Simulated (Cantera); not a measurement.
Input (Python, Cantera):

```python
import numpy as np
import cantera as ct

gas = ct.Solution("h2o2.yaml")
gas.TPX = 575, 101325, {'H2': 1, 'O2': 0.294, 'N2': 0.765}
flame = ct.FreeFlame(gas, width=0.04)
flame.set_refine_criteria(ratio=3, slope=0.08, curve=0.16)
flame.transport_model = "mixture-averaged"
flame.solve(loglevel=0, auto=True)
z, T = flame.grid, flame.T
thick = (T[-1] - T[0]) / np.gradient(T, z).max()
show = ['H2', 'O2', 'O', 'H2O', 'HO2', 'H']
print(f"laminar burning velocity  {flame.velocity[0] * 100:.3f} cm/s")
print(f"burnt temperature         {T[-1]:.1f} K")
print(f"thermal thickness         {thick * 1e3:.4f} mm")
print(f"grid points               {len(z)}")
z0 = z[flame.heat_release_rate.argmax()]
print(f"{'z/mm':>9s}{'T/K':>9s}{'u/(m/s)':>9s}" + "".join(f"{s:>11s}" for s in show))
rows = []
for k in (-3, -2, -1.5, -1, -0.5, -0.25, 0, 0.25, 0.5, 1, 2, 4, 8):
    zz = z0 + k * thick
    rows.append([k * thick, np.interp(zz, z, T), np.interp(zz, z, flame.velocity),
                 *(np.interp(zz, z, flame.X[gas.species_index(s)]) for s in show)])
    print(f"{rows[-1][0] * 1e3:9.3f}{rows[-1][1]:9.1f}{rows[-1][2]:9.3f}" + "".join(f"{x:11.3e}" for x in rows[-1][3:]))
```

It prints:

```
laminar burning velocity  1068.507 cm/s
burnt temperature         2573.5 K
thermal thickness         0.4079 mm
grid points               138
     z/mm      T/K  u/(m/s)         H2         O2          O        H2O        HO2          H
   -1.224    575.0   10.685  4.857e-01  1.428e-01  2.753e-16  4.427e-14  3.822e-13  4.263e-16
   -0.816    575.0   10.685  4.857e-01  1.428e-01  2.990e-14  2.763e-12  2.861e-11  1.073e-13
   -0.612    575.0   10.685  4.857e-01  1.428e-01  4.025e-12  1.840e-10  2.335e-09  5.796e-11
   -0.408    575.0   10.685  4.857e-01  1.428e-01  7.183e-10  2.575e-08  2.588e-07  2.896e-08
   -0.204    587.9   10.894  4.836e-01  1.428e-01  7.371e-06  4.472e-04  2.337e-04  2.023e-04
   -0.102    802.6   14.540  4.515e-01  1.380e-01  3.560e-04  1.801e-02  2.156e-04  9.820e-03
    0.000   1274.1   22.293  3.199e-01  9.151e-02  5.533e-03  1.188e-01  8.662e-05  6.737e-02
    0.102   1600.8   27.707  2.003e-01  2.305e-02  7.666e-03  2.465e-01  2.144e-05  1.152e-01
    0.204   1739.5   29.880  1.786e-01  6.879e-03  6.252e-03  2.787e-01  6.138e-06  1.167e-01
    0.408   1882.0   32.007  1.835e-01  3.690e-03  5.286e-03  2.873e-01  3.083e-06  1.018e-01
    0.816   2036.3   34.226  1.933e-01  2.703e-03  4.123e-03  2.933e-01  2.103e-06  8.252e-02
    1.632   2190.5   36.367  2.026e-01  1.792e-03  2.828e-03  3.007e-01  1.372e-06  6.342e-02
    3.263   2333.2   38.284  2.106e-01  1.036e-03  1.675e-03  3.087e-01  8.371e-07  4.591e-02
```

Cantera simulation using the H2/O2 subset of GRI-Mech 3.0, which has no nitrogen chemistry; the numbers are that mechanism's predictions, not measurements. Burning velocities carry a grid error of a few per cent, more on coarse grids.
